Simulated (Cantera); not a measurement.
A perfectly stirred reactor is fed with CO : O₂ : H₂O : N₂ = 0.015 : 0.038 : 0.039 : 1 (molar parts), at 0.148 atm; it is held at 1100 K, and followed from long to short residence time.

Model: GRI-Mech 3.0 (53 species, 325 reactions), integrated in Cantera.

x: mole fraction; the columns are a selection and need not sum to one.

```tsv
τ (s)	x CO	x O₂	x H₂O	x H₂	x NO	x CO₂	x H
27	5.23e-5	0.0281	0.0359	3.50e-6	5.60e-8	0.0138	5.22e-7
9.8	0.000103	0.0282	0.0359	6.99e-6	3.83e-8	0.0137	1.43e-6
3.6	0.000202	0.0282	0.0359	1.39e-5	2.83e-8	0.0136	3.87e-6
1.3	___	0.0283	0.0359	___	___	0.0134	___
0.47	0.000772	0.0285	0.0358	5.39e-5	3.00e-8	0.0131	2.78e-5
0.17	___	0.0288	0.0357	___	___	0.0123	___
0.062	0.00276	0.0294	0.0356	0.000174	6.05e-8	0.0110	0.000163
0.023	0.00486	0.0304	0.0353	0.000262	6.90e-8	0.00893	0.000317
0.0082	0.00807	0.0320	0.0351	0.000307	4.66e-8	0.00570	0.000449
```

Some entries are withheld; supply them.


- 1.3, x CO: 0.000397
- 1.3, x H₂: 2.76e-5
- 1.3, x NO: 2.53e-8
- 1.3, x H: 1.05e-5
- 0.17, x CO: 0.00148
- 0.17, x H₂: 0.000101
- 0.17, x NO: 4.29e-8
- 0.17, x H: 7.05e-5
